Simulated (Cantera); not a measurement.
An isothermal, constant-pressure homogeneous reactor starts with N2O : O2 = 1 : 0.61 (molar parts), at 1600 K and 0.0140 bar. Integrator tolerance rtol = 1e-08.

Detailed kinetics in Cantera: GRI-Mech 3.0 (53 species, 325 reactions). GRI-Mech 3.0 was tuned for natural gas; its chemistry of N2O as a main component is partial and can be far from experiment. Radical loss at walls, strong at low pressure, is not modelled. The temperature is held fixed by assumption; the heat of reaction is taken as removed at once.

| quantity | before | after |
|---|---|---|
| x(N2O) at 2.00 s | 0.00388 (gas-phase equilibrium 1.30e-8) | 5.58e-6 (gas-phase equilibrium 4.80e-8) |
| x(O2) at 2.00 s | 0.455 (gas-phase equilibrium 0.525) | 0.459 (gas-phase equilibrium 0.525) |
| x(NO2) at 2.00 s | 6.33e-5 (gas-phase equilibrium 1.79e-6) | 0.000344 (gas-phase equilibrium 6.59e-6) |
| x(NO) at 2.00 s | 0.140 (gas-phase equilibrium 0.00238) | 0.133 (gas-phase equilibrium 0.00238) |
| x(O) at 2.00 s | 0.000144 (gas-phase equilibrium 8.94e-5) | 2.28e-5 (gas-phase equilibrium 2.43e-5) |
| x(N2) at 2.00 s | 0.401 (gas-phase equilibrium 0.473) | 0.407 (gas-phase equilibrium 0.473) |

Q: Which change was made?
(A) pressure from 0.0140 bar to 0.0470 bar
(B) O2 0.61 to 0.065 parts
(C) pressure from 0.0140 bar to 0.0267 bar
(D) pressure from 0.0140 bar to 0.190 bar

A: D, pressure from 0.0140 bar to 0.190 bar
